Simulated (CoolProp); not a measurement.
Saturation properties of R11.

Computed with CoolProp (reference Helmholtz-energy equation of state, Jacobsen 1992).

```tsv
T (K)	p (MPa)	vapour density (kg/m³)	enthalpy of vaporisation (kJ/kg)	liquid cp (kJ/(kg K))	liquid conductivity (mW/(m K))
297.3	0.1029	5.939	181.2	0.8800	87.0
303.5	0.1275	7.248	178.9	0.8861	85.3
309.7	0.1563	8.770	176.5	0.8927	83.5
315.9	0.1900	10.53	174.1	0.8996	81.8
322.1	0.2290	12.55	171.6	0.9069	80.1
328.4	0.2746	14.90	169.0	0.9148	78.3
334.6	0.3259	17.53	166.3	0.9231	76.6
340.8	0.3842	20.51	163.5	0.9319	74.9
347	0.4500	23.87	160.7	0.9413	73.3
```

It boils at 296.9 K under 1 atm.

Thermal conductivity comes from a separate model (McLinden 2000), an estimate that may be off by 10 % or more.
